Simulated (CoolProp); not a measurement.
Model: reference Helmholtz-energy equation of state, Gao 2020, in CoolProp.

### Question
For ammonia, give the phase and the Prandtl number at 499.5 K and 4.92 bar.

### Answer
- 499.5 K and 4.92 bar: gas; Prandtl number 0.835

Viscosity comes from a separate model (Fenghour 1995). Thermal conductivity comes from a separate model (Tufeu 1984).
